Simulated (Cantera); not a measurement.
# Ignition delay

Mixture: 4.79 % CO, 2.54 % H2, 2.78 % CH4, 21.0 % O2, 68.9 % N2, equivalence ratio 0.44, at 1.70 bar, adiabatic and at constant volume. Ignition delay is the time to a rise of 400 K.

Cantera simulation using GRI-Mech 3.0 (53 species, 325 reactions); the numbers are that mechanism's predictions, not measurements. Below about 1000 K GRI-Mech 3.0 lacks low-temperature oxidation paths. Below about 950 K walls govern HO2 and H2O2 in real vessels.

| T0 (K) | delay (ms) |
|---|---|
| 900 | 164 |
| 950 | 21.8 |
| 1000 | 4.86 |
| 1050 | 1.86 |
| 1100 | 0.917 |
| 1150 | 0.520 |
| 1200 | 0.321 |
| 1250 | 0.212 |

```yaml
apparent activation energy between 1150 and 1250 K: 110 kJ/mol
```
